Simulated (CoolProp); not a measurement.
n-butane along the isotherm 303.9 K: fugacity coefficient from the reference equation and from simpler models built on Tc = 425.1 K, pc = 3796 kPa, ω = 0.201; each cubic takes its own stable root.

Computed with CoolProp (reference Helmholtz-energy equation of state, Bücker 2006).

```
p (kPa)   phase  reference  van der Waals  Redlich-Kwong  Soave-Redlich-Kwong  Peng-Robinson
-------  ------  ---------  -------------  -------------  -------------------  -------------
1090     liquid     0.2531         0.6740         0.3406               0.2563         0.2531
2180     liquid     0.1323         0.3616         0.1788               0.1344         0.1320
3270     liquid    0.09215         0.2585         0.1251              0.09391        0.09172
4360     liquid    0.07221         0.2077        0.09849              0.07382        0.07171
5450     liquid    0.06034         0.1779        0.08266              0.06188        0.05979
6550     liquid    0.05246         0.1585        0.07217              0.05396        0.05186
7640     liquid    0.04697         0.1453        0.06488              0.04846        0.04633
8730     liquid    0.04293         0.1359        0.05952              0.04441        0.04223
9820     liquid    0.03985         0.1291        0.05545              0.04133        0.03911
10900    liquid    0.03746         0.1242        0.05232              0.03896        0.03668
12000    liquid    0.03553         0.1205        0.04981              0.03705        0.03470
```
